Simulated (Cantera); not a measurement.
A Cantera script and its output.

```python
import numpy as np
import cantera as ct

gas = ct.Solution("gri30.yaml")
gas.TPX = 925, 170, {'H2': 0.13, 'O2': 1}
inlet = ct.Reservoir(gas, clone=True)

reactor = ct.IdealGasConstPressureReactor(gas, energy="off", clone=False)
exhaust = ct.Reservoir(gas, clone=True)
tau = [26, 12, 5.2, 2.4, 1.1, 0.48, 0.22, 0.097, 0.044, 0.02, 0.0089][0]
for a, b in ((inlet, reactor), (reactor, exhaust)):
    ct.MassFlowController(a, b, mdot=lambda t: reactor.mass / tau)
net = ct.ReactorNet([reactor])
show = ['H2', 'O2', 'OH', 'HO2', 'H2O']

rows = []
print(f"{'tau/s':>10s}{'T/K':>9s}" + "".join(f"{s:>11s}" for s in show))
for tau in [26, 12, 5.2, 2.4, 1.1, 0.48, 0.22, 0.097, 0.044, 0.02, 0.0089]:
    net.initial_time = 0.0
    net.advance(30 * tau)
    before = gas.X
    net.advance(40 * tau)
    drift = np.max(np.abs(gas.X - before) / (gas.X + 1e-9))
    rows.append([gas.T, *gas[show].X, drift])
    print(f"{tau:10.3e}{gas.T:9.1f}" + "".join(f"{x:11.3e}" for x in gas[show].X))
```

Result:

```
     tau/s      T/K         H2         O2         OH        HO2        H2O
 2.600e+01    925.0  4.701e-04  8.759e-01  4.693e-04  1.217e-06  1.209e-01
 1.200e+01    925.0  7.435e-04  8.746e-01  6.185e-04  1.410e-06  1.202e-01
 5.200e+00    925.0  1.216e-03  8.723e-01  8.346e-04  1.598e-06  1.187e-01
 2.400e+00    925.0  1.912e-03  8.689e-01  1.097e-03  1.738e-06  1.163e-01
 1.100e+00    925.0  3.010e-03  8.635e-01  1.428e-03  1.830e-06  1.121e-01
 4.800e-01    925.0  4.857e-03  8.558e-01  1.842e-03  1.861e-06  1.050e-01
 2.200e-01    925.0  7.641e-03  8.480e-01  2.266e-03  1.833e-06  9.593e-02
 9.700e-02    925.0  1.259e-02  8.426e-01  2.716e-03  1.766e-06  8.494e-02
 4.400e-02    925.0  2.120e-02  8.423e-01  3.102e-03  1.677e-06  7.327e-02
 2.000e-02    925.0  3.657e-02  8.476e-01  3.278e-03  1.547e-06  5.881e-02
 8.900e-03    925.0  6.317e-02  8.593e-01  2.868e-03  1.333e-06  3.799e-02
```

Model: GRI-Mech 3.0 (53 species, 325 reactions), integrated in Cantera. Radical loss at walls, strong at low pressure, is not modelled. Below about 950 K walls govern HO2 and H2O2 in real vessels. The temperature is held fixed by assumption; the heat of reaction is taken as removed at once.
